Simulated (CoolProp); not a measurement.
Saturation properties of R1234ze(E) (Tc = 382.5 K, pc = 3635 kPa, ω = 0.313).

The numbers come from the reference Helmholtz-energy equation of state, Thol 2016 in CoolProp.

| T (K) | p (kPa) | vapour density (kg/m³) | enthalpy of vaporisation (kJ/kg) | vapour viscosity (µPa s) | liquid conductivity (mW/(m K)) |
|---|---|---|---|---|---|
| 193.2 | 2.513 | 0.1788 | 228.5 | 7.91 | 115 |
| 201.4 | 4.844 | 0.3313 | 224.1 | 8.25 | 111 |
| 209.7 | 8.841 | 0.5822 | 219.7 | 8.60 | 108 |
| 217.9 | 15.18 | 0.9651 | (withheld) | 8.94 | 105 |
| 226.2 | 25.00 | 1.539 | (withheld) | 9.30 | 101 |
| 234.4 | 39.27 | 2.347 | 206.6 | 9.64 | 97.9 |
| 242.7 | 59.78 | 3.477 | 202.1 | (withheld) | 94.6 |
| 250.9 | 87.66 | 4.979 | 197.5 | 10.3 | 91.4 |
| 259.2 | 125.5 | 6.979 | (withheld) | (withheld) | 88.3 |
| 267.4 | 174.3 | 9.527 | 187.8 | 11.1 | 85.2 |
| 275.7 | (withheld) | 12.80 | (withheld) | 11.4 | 82.1 |

Question: Some entries are withheld; supply them.

Answer: 
- 217.9, enthalpy of vaporisation (kJ/kg): 215.4
- 226.2, enthalpy of vaporisation (kJ/kg): 211.0
- 242.7, vapour viscosity (µPa s): 10.00
- 259.2, enthalpy of vaporisation (kJ/kg): 192.7
- 259.2, vapour viscosity (µPa s): 10.7
- 275.7, p (kPa): 237.6
- 275.7, enthalpy of vaporisation (kJ/kg): 182.5

It boils at 254.2 K under 1 atm.

Viscosity comes from a separate model (Bell 2016), an estimate that may be off by 10 % or more. Thermal conductivity comes from a separate model (Perkins 2011).
